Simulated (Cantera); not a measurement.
What does this Cantera script print?

```python
import numpy as np
import cantera as ct

gas_names = """
    CL CL2 H HCL H2 N NH NH2 NH3 N2 N2H2 N2H4 Si SiCL SiCL2 SiCL3 SiCL4 SiH SiHCL3 SiH2 SiH2CL2 SiH3
    SiH3CL SiH4 SiN Si2 Si2N Si3
""".split()
cond_names = """
    NH4CL(a) NH4CL(b) Si(cr) Si(L) Si3N4(a)
""".split()


# ... load() reads the species with a 1 bar reference pressure and builds the phases ...
atoms = {
    'SiCl4': {'Si': 1, 'CL': 4},
    'N2': {'N': 2},
    'NH3': {'N': 1, 'H': 3},
}
top_T = {'Si3N4(a)': 2400}  # K; cautious upper limits of use, not melting points


# ... equilibrate(T, P, feed) seeds the gas with the atoms and calls Mixture.equilibrate('TP', solver="vcs", rtol=1e-11, max_steps=5000) ...
results = []
T = 898.15  # K
P = 1333.22  # Pa
for m in [1.7, 2.5, 3.2, 4, 4.7, 5.4, 6.2, 6.9, 7.6, 8.4, 9.1, 9.8, 11]:
    feed = {'SiCl4': 1, 'N2': 40, 'NH3': m}  # mol
    mix = equilibrate(T, P, feed)
    results.append((T, P, feed, dict(zip(mix.species_names, mix.species_moles))))
    x = sorted(zip(gas.X, gas.species_names), reverse=True)
    print(f"T = {T:g} K  P = {P:g} Pa  n(NH3) = {m:g} mol  gas = {mix.phase_moles(0):.4g} mol")
    print("   x: " + "  ".join(f"{s} {v:.3e}" for v, s in x if v > 1e-05))
    print("   condensed (mol): " + ("  ".join(f"{mix.phase(i).name} {mix.phase_moles(i):.4g}"
          for i in range(1, mix.n_phases) if mix.phase_moles(i) > 1e-12) or "none"))
```

It prints:

```
T = 898.15 K  P = 1333.22 Pa  n(NH3) = 1.7 mol  gas = 44.66 mol
   x: N2 9.033e-01  HCL 6.871e-02  H2 2.275e-02  SiCL4 5.211e-03
   condensed (mol): Si3N4(a) 0.2557
T = 898.15 K  P = 1333.22 Pa  n(NH3) = 2.5 mol  gas = 46.3 mol
   x: N2 8.782e-01  HCL 7.688e-02  H2 4.256e-02  SiCL4 2.377e-03
   condensed (mol): Si3N4(a) 0.2966
T = 898.15 K  P = 1333.22 Pa  n(NH3) = 3.2 mol  gas = 47.71 mol
   x: N2 8.588e-01  HCL 7.871e-02  H2 6.125e-02  SiCL4 1.280e-03
   condensed (mol): Si3N4(a) 0.3129
T = 898.15 K  P = 1333.22 Pa  n(NH3) = 4 mol  gas = 49.32 mol
   x: N2 8.385e-01  H2 8.250e-02  HCL 7.829e-02  SiCL4 7.015e-04
   condensed (mol): Si3N4(a) 0.3218
T = 898.15 K  P = 1333.22 Pa  n(NH3) = 4.7 mol  gas = 50.73 mol
   x: N2 8.220e-01  H2 1.005e-01  HCL 7.705e-02  SiCL4 4.499e-04
   condensed (mol): Si3N4(a) 0.3257
T = 898.15 K  P = 1333.22 Pa  n(NH3) = 5.4 mol  gas = 52.13 mol
   x: N2 8.066e-01  H2 1.176e-01  HCL 7.550e-02  SiCL4 3.064e-04
   condensed (mol): Si3N4(a) 0.328
T = 898.15 K  P = 1333.22 Pa  n(NH3) = 6.2 mol  gas = 53.73 mol
   x: N2 7.899e-01  H2 1.363e-01  HCL 7.361e-02  SiCL4 2.091e-04
   condensed (mol): Si3N4(a) 0.3296
T = 898.15 K  P = 1333.22 Pa  n(NH3) = 6.9 mol  gas = 55.13 mol
   x: N2 7.761e-01  H2 1.518e-01  HCL 7.193e-02  SiCL4 1.555e-04
   condensed (mol): Si3N4(a) 0.3305
T = 898.15 K  P = 1333.22 Pa  n(NH3) = 7.6 mol  gas = 56.53 mol
   x: N2 7.631e-01  H2 1.665e-01  HCL 7.028e-02  SiCL4 1.191e-04
   condensed (mol): Si3N4(a) 0.3311
T = 898.15 K  P = 1333.22 Pa  n(NH3) = 8.4 mol  gas = 58.13 mol
   x: N2 7.489e-01  H2 1.825e-01  HCL 6.845e-02  SiCL4 9.029e-05
   condensed (mol): Si3N4(a) 0.3316
T = 898.15 K  P = 1333.22 Pa  n(NH3) = 9.1 mol  gas = 59.53 mol
   x: N2 7.372e-01  H2 1.958e-01  HCL 6.690e-02  SiCL4 7.234e-05
   condensed (mol): Si3N4(a) 0.3319
T = 898.15 K  P = 1333.22 Pa  n(NH3) = 9.8 mol  gas = 60.93 mol
   x: N2 7.260e-01  H2 2.085e-01  HCL 6.541e-02  SiCL4 5.890e-05
   condensed (mol): Si3N4(a) 0.3321
T = 898.15 K  P = 1333.22 Pa  n(NH3) = 11 mol  gas = 63.33 mol
   x: N2 7.079e-01  H2 2.290e-01  HCL 6.299e-02  SiCL4 4.270e-05
   condensed (mol): Si3N4(a) 0.3324
```

Method: chemical equilibrium by Gibbs-energy minimisation in Cantera with the NASA 1993 tables (ideal gas, pure condensed phases).
